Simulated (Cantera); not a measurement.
A freely propagating, adiabatic, planar premixed flame of CH₄ : H₂ : O₂ : N₂ = 1 : 0.59 : 1.64 : 6.88 (molar parts), unburnt at 600 K and 0.132 atm; mixture-averaged transport, grid criteria slope 0.08 and curve 0.16, no radiation.

Detailed kinetics in Cantera: GRI-Mech 3.0 (53 species, 325 reactions). Burning velocities carry a grid error of a few per cent, more on coarse grids.

Predict: laminar burning velocity; thermal thickness; peak x(H₂O₂); peak x(CH₂).


```json
{
 "laminar_burning_velocity": "166 cm/s",
 "thermal_thickness": "2.15 mm",
 "peak x(H₂O₂)": "2.10e-6",
 "peak x(CH₂)": "9.10e-5"
}
```
